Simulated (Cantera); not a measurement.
An adiabatic, constant-volume homogeneous reactor starts with CH4 : CO : O2 : N2 = 1 : 0.072 : 1.36 : 5.1 (molar parts), equivalence ratio 1.5, at 1648 K and 6530 Torr. Integrator tolerance rtol = 1e-08.

Detailed kinetics in Cantera: GRI-Mech 3.0 (53 species, 325 reactions). Above 3000 K some thermodynamic fits are extrapolated.

Problem. What does this change do: pressure from 6530 Torr to 525 Torr?

Solution. 
| quantity | before | after |
|---|---|---|
| time of steepest temperature rise | 61.2 µs | 0.450 ms |
| temperature at 1.00 s | 3152 K | 2928 K |
| equilibrium temperature | 3152 K | 2928 K |
| x(CH4) at 1.00 s | 2.92e-11 (gas-phase equilibrium 3.39e-11) | <1e-12 (gas-phase equilibrium <1e-12) |
| x(CO) at 1.00 s | 0.0997 (gas-phase equilibrium 0.0997) | 0.0995 (gas-phase equilibrium 0.0995) |
| x(O2) at 1.00 s | 0.00146 (gas-phase equilibrium 0.00146) | 0.00351 (gas-phase equilibrium 0.00351) |
| x(HO2) at 1.00 s | 3.42e-6 (gas-phase equilibrium 3.42e-6) | 2.23e-6 (gas-phase equilibrium 2.23e-6) |
| x(OH) at 1.00 s | 0.0126 (gas-phase equilibrium 0.0126) | 0.0179 (gas-phase equilibrium 0.0179) |
| x(C2H2) at 1.00 s | <1e-12 (gas-phase equilibrium <1e-12) | <1e-12 (gas-phase equilibrium <1e-12) |

Problem. What does this change do: initial temperature 1648 to 1725 K?

Solution. 
```json
[
 {"quantity": "time of steepest temperature rise", "before": "61.2 µs", "after": "32.4 µs"},
 {"quantity": "temperature at 1.00 s", "before": "3152 K", "after": "3185 K"},
 {"quantity": "equilibrium temperature", "before": "3152 K", "after": "3185 K"},
 {"quantity": "x(CH4) at 1.00 s", "before": "2.92e-11 (gas-phase equilibrium 3.39e-11)", "after": "2.63e-11 (gas-phase equilibrium 3.06e-11)"},
 {"quantity": "x(CO) at 1.00 s", "before": "0.0997 (gas-phase equilibrium 0.0997)", "after": "0.100 (gas-phase equilibrium 0.100)"},
 {"quantity": "x(O2) at 1.00 s", "before": "0.00146 (gas-phase equilibrium 0.00146)", "after": "0.00175 (gas-phase equilibrium 0.00175)"},
 {"quantity": "x(HO2) at 1.00 s", "before": "3.42e-6 (gas-phase equilibrium 3.42e-6)", "after": "4.08e-6 (gas-phase equilibrium 4.08e-6)"},
 {"quantity": "x(OH) at 1.00 s", "before": "0.0126 (gas-phase equilibrium 0.0126)", "after": "0.0141 (gas-phase equilibrium 0.0141)"},
 {"quantity": "x(C2H2) at 1.00 s", "before": "<1e-12 (gas-phase equilibrium <1e-12)", "after": "<1e-12 (gas-phase equilibrium <1e-12)"}
]
```
